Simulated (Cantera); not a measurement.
Mixture: CH₄ : C₂H₆ : O₂ : N₂ : H₂O = 1 : 0.28 : 2.48 : 9.34 : 1.6 (molar parts), equivalence ratio 1.2, at 1130 Torr, adiabatic and at constant pressure. Ignition delay is the time to a rise of 400 K.

Detailed kinetics in Cantera: GRI-Mech 3.0 (53 species, 325 reactions).

Task: Predict: delay at 1225 K; delay at 1325 K; delay at 1425 K; delay at 1525 K; delay at 1625 K; apparent activation energy between 1525 and 1625 K.

Result: 
```json
{
 "delay at 1225 K": "1.48 ms",
 "delay at 1325 K": "0.493 ms",
 "delay at 1425 K": "0.215 ms",
 "delay at 1525 K": "0.103 ms",
 "delay at 1625 K": "52.5 µs",
 "apparent activation energy between 1525 and 1625 K": "140 kJ/mol"
}
```
